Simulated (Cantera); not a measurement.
Feed: 1 mol CH4, 0.056 mol CO2, at 1948 K and 1000 Pa.

Cantera equilibrium calculation (NASA polynomials, part measured and part estimated; ideal gas, pure solids and liquids). Equilibrium is a limit: real reactors are often held back by kinetics, nucleation or transport.

| species | before | after |
|---|---|---|
| H2 | 0.936 | 0.945 |
| CO | 0.0527 | 0.0530 |
| H | 0.0109 | 0.00142 |
| CH4 | 4.28e-6 | 0.000262 |
| C2H2 (acetylene) | 0.000504 | 0.000509 |
| C(graphite), mol | 0.942 | 0.941 |
Gas species are given as mole fractions.

Which change was made?
A. temperature from 1948 K to 2200 K
B. CO2 from 0.056 to 4.7 mol
C. pressure from 1000 Pa to 60000 Pa
D. temperature from 1948 K to 1548.15 K

C, pressure from 1000 Pa to 60000 Pa
